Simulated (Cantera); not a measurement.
Input (Python, Cantera):

```python
import numpy as np
import cantera as ct

surf = ct.Interface("diamond.yaml", "diamond_100")
gas, bulk = surf.adjacent["gas"], surf.adjacent["diamond"]
k = surf.kinetics_species_index(bulk.species_names[0])
cover = ["c6HH", "c6H*", "c6*H", "c6**", "c6HM", "c6B"]

rows, drift = [], 0.0
print(f"{'T':>10s}{'um/h':>11s}" + "".join(f"{s:>11s}" for s in cover))
for v in [925, 975, 1025, 1075, 1125, 1175, 1225, 1275, 1325, 1375]:
    T, P, xH, xCH3 = v, 5900, 0.0084, 0.0005
    gas.TPX = T, P, {"H": xH, "CH3": xCH3, "CH4": 0.0061, "H2": 1 - xH - xCH3 - 0.0061}
    surf.TP = bulk.TP = T, P
    surf.coverages = "c6H*:0.1, c6HH:0.9"
    surf.advance_coverages(100.0)
    before = surf.coverages
    surf.advance_coverages(100.0)
    drift = max(drift, np.max(np.abs(surf.coverages - before) / (surf.coverages + 1e-9)))
    rate = surf.net_production_rates[k] * bulk.mean_molecular_weight / bulk.density * 3.6e9
    rows.append([rate, *surf[cover].coverages])
    print(f"{v:10.4g}{rate:11.4e}" + "".join(f"{x:11.3e}" for x in rows[-1][1:]))
```

It prints:

```
         T       um/h       c6HH       c6H*       c6*H       c6**       c6HM        c6B
       925 1.0073e+01  6.320e-01  1.165e-02  2.974e-01  5.100e-03  4.223e-02  2.733e-08
       975 1.3089e+01  5.922e-01  1.551e-02  3.392e-01  7.653e-03  3.396e-02  3.552e-08
      1025 1.6165e+01  5.532e-01  1.987e-02  3.778e-01  1.097e-02  2.711e-02  4.386e-08
      1075 1.8592e+01  5.162e-01  2.466e-02  4.130e-01  1.512e-02  2.090e-02  5.045e-08
      1125 1.9060e+01  4.821e-01  2.982e-02  4.448e-01  2.015e-02  1.474e-02  5.172e-08
      1175 1.6631e+01  4.507e-01  3.526e-02  4.730e-01  2.607e-02  8.894e-03  4.513e-08
      1225 1.2600e+01  4.213e-01  4.082e-02  4.968e-01  3.278e-02  4.489e-03  3.419e-08
      1275 9.3541e+00  3.937e-01  4.634e-02  5.155e-01  4.013e-02  1.992e-03  2.538e-08
      1325 7.7519e+00  3.682e-01  5.174e-02  5.296e-01  4.799e-02  8.334e-04  2.104e-08
      1375 7.2899e+00  3.451e-01  5.698e-02  5.399e-01  5.624e-02  3.430e-04  1.978e-08
```

Cantera simulation using the Harris–Goodwin 1993 mechanism for the reconstructed diamond (100) surface; the numbers are that mechanism's predictions, not measurements.
